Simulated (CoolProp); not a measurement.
Properties of CHF3 (R23) at several states (Tc = 299.3 K, pc = 48.32 bar, ω = 0.263).

Model: reference Helmholtz-energy equation of state, Penoncello 2003, in CoolProp.

```
T (K)  p (bar)          phase  cp (kJ/(kg K))  speed of sound (m/s)  expansivity (1/kK)  viscosity (µPa s)  conductivity (mW/(m K))
-----  -------  -------------  --------------  --------------------  ------------------  -----------------  -----------------------
134.5      154         liquid           1.181                  1188               1.904               1250                      225
443.8      290  supercritical           1.368                 316.2               4.038               49.4                     59.7
380.2     5.18            gas          0.8609                 226.8               2.800               18.7                     18.5
259.1    0.221            gas          0.6753                 193.0               3.897               13.0                     11.4
231.4     27.7         liquid           1.340                 621.9               3.544                175                      107
```

Viscosity comes from a separate model (Shan 2000). Thermal conductivity comes from a separate model (Shan 2000).
